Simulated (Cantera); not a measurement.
Cantera run:

```python
import numpy as np
import cantera as ct

gas_names = """
    Cu CuO Cu2 H HO2 H2 H2O H2O2 O OH O2 O3
""".split()
cond_names = """
    Cu(cr) Cu(L) CuO(s) CuO2H2(s) Cu2O(s) Cu2O(L) H2O(s) H2O(L)
""".split()


def load(file, names, dense=False):
    # The tables refer to 1 bar. Condensed volumes are neglected.
    table = {s.name: s for s in ct.Species.list_from_file(file)}
    out = []
    for n in names:
        d = dict(table[n].input_data)
        d["thermo"] = dict(d["thermo"], **{"reference-pressure": 1e5})
        if dense:
            d["equation-of-state"] = {"model": "constant-volume", "density": "1e6 g/cm^3"}
        out.append(ct.Species.from_dict(d))
    return out


gas = ct.Solution(thermo="ideal-gas", species=load("nasa_gas.yaml", gas_names))
cond = {s.name: ct.Solution(thermo="fixed-stoichiometry", species=[s], name=s.name)
        for s in load("nasa_condensed.yaml", cond_names, dense=True)}
atoms = {
    'CuO': {'Cu': 1, 'O': 1},
    'H2': {'H': 2},
}
top_T = {'CuO(s)': 1390}  # K; cautious upper limits of use, not melting points


def equilibrate(T, P, feed):
    n = {}
    for name, mol in feed.items():
        for a, k in atoms[name].items():
            n[a] = n.get(a, 0.0) + k * mol
    gas.TPX = T, P, n
    mass = sum(n.values()) * gas.mean_molecular_weight
    gas.equilibrate("TP")
    valid = [c for c in cond.values() if c.min_temp <= T <= top_T.get(c.name, c.max_temp)]
    mix = ct.Mixture([(gas, mass / gas.mean_molecular_weight)] + [(c, 0.0) for c in valid])
    mix.T, mix.P = T, P
    mix.equilibrate("TP", solver="vcs", rtol=1e-11, max_steps=5000)
    return mix


results = []
P = 13332.2  # Pa
for T in [625, 725, 825, 925, 1025, 1125, 1225, 1325, 1425, 1525, 1625, 1725]:
    for m in [300, 360, 450, 540, 670, 810, 990, 1200, 1500, 1800, 2200, 2700]:
        feed = {'CuO': 1, 'H2': m}  # mol
        mix = equilibrate(T, P, feed)
        results.append((T, P, feed, dict(zip(mix.species_names, mix.species_moles))))

for T, P, feed, n in results:
    print(f"{T:7g} {feed['H2']:10.4g}  " + (" + ".join(c for c in cond_names if n.get(c, 0) > 1e-12) or "gas only"))
```

Result:

```
    625        300  Cu(cr)
    625        360  Cu(cr)
    625        450  Cu(cr)
    625        540  Cu(cr)
    625        670  Cu(cr)
    625        810  Cu(cr)
    625        990  Cu(cr)
    625       1200  Cu(cr)
    625       1500  Cu(cr)
    625       1800  Cu(cr)
    625       2200  Cu(cr)
    625       2700  Cu(cr)
    725        300  Cu(cr)
    725        360  Cu(cr)
    725        450  Cu(cr)
    725        540  Cu(cr)
    725        670  Cu(cr)
    725        810  Cu(cr)
    725        990  Cu(cr)
    725       1200  Cu(cr)
    725       1500  Cu(cr)
    725       1800  Cu(cr)
    725       2200  Cu(cr)
    725       2700  Cu(cr)
    825        300  Cu(cr)
    825        360  Cu(cr)
    825        450  Cu(cr)
    825        540  Cu(cr)
    825        670  Cu(cr)
    825        810  Cu(cr)
    825        990  Cu(cr)
    825       1200  Cu(cr)
    825       1500  Cu(cr)
    825       1800  Cu(cr)
    825       2200  Cu(cr)
    825       2700  Cu(cr)
    925        300  Cu(cr)
    925        360  Cu(cr)
    925        450  Cu(cr)
    925        540  Cu(cr)
    925        670  Cu(cr)
    925        810  Cu(cr)
    925        990  Cu(cr)
    925       1200  Cu(cr)
    925       1500  Cu(cr)
    925       1800  Cu(cr)
    925       2200  Cu(cr)
    925       2700  Cu(cr)
   1025        300  Cu(cr)
   1025        360  Cu(cr)
   1025        450  Cu(cr)
   1025        540  Cu(cr)
   1025        670  Cu(cr)
   1025        810  Cu(cr)
   1025        990  Cu(cr)
   1025       1200  Cu(cr)
   1025       1500  Cu(cr)
   1025       1800  Cu(cr)
   1025       2200  Cu(cr)
   1025       2700  Cu(cr)
   1125        300  Cu(cr)
   1125        360  Cu(cr)
   1125        450  Cu(cr)
   1125        540  Cu(cr)
   1125        670  Cu(cr)
   1125        810  Cu(cr)
   1125        990  Cu(cr)
   1125       1200  Cu(cr)
   1125       1500  Cu(cr)
   1125       1800  Cu(cr)
   1125       2200  Cu(cr)
   1125       2700  Cu(cr)
   1225        300  Cu(cr)
   1225        360  Cu(cr)
   1225        450  Cu(cr)
   1225        540  Cu(cr)
   1225        670  Cu(cr)
   1225        810  Cu(cr)
   1225        990  Cu(cr)
   1225       1200  Cu(cr)
   1225       1500  Cu(cr)
   1225       1800  Cu(cr)
   1225       2200  Cu(cr)
   1225       2700  Cu(cr)
   1325        300  Cu(cr)
   1325        360  Cu(cr)
   1325        450  Cu(cr)
   1325        540  Cu(cr)
   1325        670  Cu(cr)
   1325        810  Cu(cr)
   1325        990  Cu(cr)
   1325       1200  Cu(cr)
   1325       1500  Cu(cr)
   1325       1800  Cu(cr)
   1325       2200  Cu(cr)
   1325       2700  Cu(cr)
   1425        300  Cu(L)
   1425        360  Cu(L)
   1425        450  Cu(L)
   1425        540  Cu(L)
   1425        670  Cu(L)
   1425        810  Cu(L)
   1425        990  Cu(L)
   1425       1200  Cu(L)
   1425       1500  Cu(L)
   1425       1800  Cu(L)
   1425       2200  Cu(L)
   1425       2700  Cu(L)
   1525        300  Cu(L)
   1525        360  Cu(L)
   1525        450  Cu(L)
   1525        540  Cu(L)
   1525        670  Cu(L)
   1525        810  Cu(L)
   1525        990  Cu(L)
   1525       1200  Cu(L)
   1525       1500  Cu(L)
   1525       1800  Cu(L)
   1525       2200  Cu(L)
   1525       2700  Cu(L)
   1625        300  Cu(L)
   1625        360  Cu(L)
   1625        450  Cu(L)
   1625        540  Cu(L)
   1625        670  Cu(L)
   1625        810  Cu(L)
   1625        990  Cu(L)
   1625       1200  Cu(L)
   1625       1500  Cu(L)
   1625       1800  Cu(L)
   1625       2200  Cu(L)
   1625       2700  gas only
   1725        300  Cu(L)
   1725        360  Cu(L)
   1725        450  Cu(L)
   1725        540  Cu(L)
   1725        670  gas only
   1725        810  gas only
   1725        990  gas only
   1725       1200  gas only
   1725       1500  gas only
   1725       1800  gas only
   1725       2200  gas only
   1725       2700  gas only
```

Equilibrium computed with Cantera from the NASA thermochemical tables; the gas is ideal and each condensed phase is pure.
